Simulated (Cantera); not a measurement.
Predominance diagram of Cu at 1450 K against the partial pressures of O₂ and F₂ (log10, bar). Standard-state values (1 bar) from the NASA 1993 polynomials, evaluated with Cantera. Candidates: Cu(l), CuF₂(l), Cu₂O(s). Only these pure phases compete in this equilibrium. 

```
log p(F₂) \ log p(O₂)
        columns: -21, -20, -18.9, -17.8, -16.8, -15.8, -14.7, -13.6, -12.6, -11.5, -10.5, -9.4, -8.4, -7.4, -6.3, -5.2, -4.2, -3.1, -2.1, -1.1, 0
      1  A A A A A A A A A A A A A A A A A A A A A
     -2  A A A A A A A A A A A A A A A A A A A A A
     -5  A A A A A A A A A A A A A A A A A A A A A
     -8  A A A A A A A A A A A A A A A A A A A A A
    -11  A A A A A A A A A A A A A A A A A A A A A
    -14  B B B B B B B B B B B B B B B B C C C C C
    -17  B B B B B B B B B B B B B B B B C C C C C
    -20  B B B B B B B B B B B B B B B B C C C C C
    -23  B B B B B B B B B B B B B B B B C C C C C
```

A: CuF₂(l); B: Cu(l); C: Cu₂O(s).
